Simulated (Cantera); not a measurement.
A Cantera script and its output.

```python
import numpy as np
import cantera as ct

gas = ct.Solution("gri30.yaml", transport_model="mixture-averaged")
show = ['NH3', 'O', 'CH3']

rows = []
print(f"{'T/K':>7s}{'rho':>11s}{'cp':>10s}{'mu':>11s}{'lambda':>11s}{'Pr':>7s}" + "".join(f"{'D_' + s:>11s}" for s in show))
for T in [400, 600, 800, 1000, 1200, 1400, 1600, 1800, 2000]:
    gas.TPX = T, 5500, {'CO2': 0.068, 'C3H8': 0.062}
    Pr = gas.cp_mass * gas.viscosity / gas.thermal_conductivity
    D = [gas.mix_diff_coeffs_mole[gas.species_index(s)] for s in show]
    rows.append([gas.density, gas.cp_mass, gas.viscosity, gas.thermal_conductivity, Pr, *D])
    print(f"{T:7g}{gas.density:11.4e}{gas.cp_mass:10.1f}{gas.viscosity:11.4e}"
          f"{gas.thermal_conductivity:11.4e}{Pr:7.3f}" + "".join(f"{d:11.4e}" for d in D))
print("SI units: kg/m3, J/kg/K, Pa s, W/m/K, m2/s")
```

Output:

```
    T/K        rho        cp         mu     lambda     Pr      D_NH3        D_O      D_CH3
    400 7.2849e-02    1508.9 1.4684e-05 2.7760e-02  0.798 4.3249e-04 6.5109e-04 4.6270e-04
    600 4.8566e-02    1955.1 2.0812e-05 4.9105e-02  0.829 9.4489e-04 1.3236e-03 9.5872e-04
    800 3.6425e-02    2287.4 2.6073e-05 7.0101e-02  0.851 1.6102e-03 2.1646e-03 1.5829e-03
   1000 2.9140e-02    2535.5 3.0747e-05 9.0003e-02  0.866 2.4076e-03 3.1559e-03 2.3204e-03
   1200 2.4283e-02    2705.8 3.4999e-05 1.0872e-01  0.871 3.3231e-03 4.2854e-03 3.1612e-03
   1400 2.0814e-02    2845.7 3.8934e-05 1.2633e-01  0.877 4.3469e-03 5.5442e-03 4.0984e-03
   1600 1.8212e-02    2959.6 4.2623e-05 1.4293e-01  0.883 5.4719e-03 6.9256e-03 5.1267e-03
   1800 1.6189e-02    3051.2 4.6118e-05 1.5862e-01  0.887 6.6927e-03 8.4239e-03 6.2417e-03
   2000 1.4570e-02    3124.1 4.9454e-05 1.7351e-01  0.890 8.0053e-03 1.0035e-02 7.4403e-03
SI units: kg/m3, J/kg/K, Pa s, W/m/K, m2/s
```

Computed with Cantera and GRI-Mech 3.0 (53 species, 325 reactions). The composition is frozen, though it would react at the higher temperatures.
